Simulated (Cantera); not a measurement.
Cantera run:

```python
import numpy as np
import cantera as ct

gas_names = """
    CL CLO CL2 O O2 O3 Si SiCL SiCL2 SiCL3 SiCL4 SiO SiO2 Si2 Si3 Ti TiCL TiCL2 TiCL3 TiCL4 TiO TiOCL
    TiOCL2 TiO2
""".split()
cond_names = """
    Si(cr) Si(L) SiO2(Lqz) SiO2(hqz) SiO2(L) Ti(a) Ti(b) Ti(L) TiCL2(s) TiCL3(s) TiCL4(L) TiO(a) TiO(b)
    TiO(L) TiO2(ru) TiO2(L) Ti2O3(a) Ti2O3(b) Ti2O3(L) Ti3O5(a) Ti3O5(b) Ti3O5(L) Ti4O7(s) Ti4O7(L)
""".split()


# ... load() reads the species with a 1 bar reference pressure and builds the phases ...
atoms = {
    'TiO2': {'Ti': 1, 'O': 2},
    'SiCl4': {'Si': 1, 'CL': 4},
    'O2': {'O': 2},
}
top_T = {'TiCL2(s)': 1300, 'TiCL3(s)': 1000}  # K; cautious upper limits of use, not melting points


# ... equilibrate(T, P, feed) seeds the gas with the atoms and calls Mixture.equilibrate('TP', solver="vcs", rtol=1e-11, max_steps=5000) ...
results = []
feed = {'TiO2': 1, 'SiCl4': 0.34, 'O2': 4.8}  # mol
T = 1550  # K
P = 260  # Pa
mix = equilibrate(T, P, feed)
results.append((T, P, feed, dict(zip(mix.species_names, mix.species_moles))))
print(gas.report(threshold=0.001))
for i in range(1, mix.n_phases):
    print(f"{mix.phase(i).name:16s} {mix.phase_moles(i):12.5e} mol")
```

Result:

```
       temperature   1550 K
          pressure   260 Pa
           density   0.00067281 kg/m^3
  mean mol. weight   33.349 kg/kmol
   phase of matter   gas

                          1 kg             1 kmol
                     ---------------   ---------------
          enthalpy        1.9286e+06        6.4318e+07  J
   internal energy        1.5422e+06         5.143e+07  J
           entropy            9066.2        3.0235e+05  J/K
    Gibbs function       -1.2124e+07       -4.0433e+08  J
 heat capacity c_p            1007.6             33602  J/K
 heat capacity c_v            758.26             25287  J/K

                      mass frac. Y      mole frac. X     chem. pot. / RT
                     ---------------   ---------------   ---------------
                CL           0.21709           0.20423           -20.265
               CL2          0.035202          0.016558           -40.531
                O2           0.74731           0.77887           -34.093
     [  +21 minor]        0.00039613         0.0003486

Si(cr)            0.00000e+00 mol
SiO2(hqz)         3.40000e-01 mol
Ti(b)             0.00000e+00 mol
TiCL4(L)          0.00000e+00 mol
TiO(b)            0.00000e+00 mol
TiO2(ru)          9.99996e-01 mol
Ti2O3(b)          0.00000e+00 mol
Ti3O5(b)          0.00000e+00 mol
Ti4O7(s)          0.00000e+00 mol
```

Cantera equilibrium calculation (NASA polynomials, part measured and part estimated; ideal gas, pure solids and liquids). Mutual solubility and eutectic melting of coexisting phases are not modelled. The tables hold silica as quartz up to 1696 K and as liquid above; real silica turns to tridymite and cristobalite and melts near 1996 K. Condensed phases not in the tables: alloys, solid solutions and most ternary compounds.
